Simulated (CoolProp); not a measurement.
Vapour-liquid equilibrium of ethanol (1) + hexamethyldisiloxane (MM) (2) at 160.35 °C; x and y are mole fractions of (1).

Values from CoolProp's multi-fluid Helmholtz-energy mixture model, Schroeder 2014 and Thol 2016; pair parameters Bell 2016.

Give the bubble pressure and the first vapour's composition at x = 0.2, 0.65, 0.95. Is there an azeotrope?

x = 0.2: 7.835 bar, y = 0.473; x = 0.65: 11.28 bar, y = 0.763; x = 0.95: 12.53 bar, y = 0.960. No azeotrope shows between x = 0.05 and 0.95.

Pair parameters are fitted to limited data, so mixtures are less certain than the pure fluids.
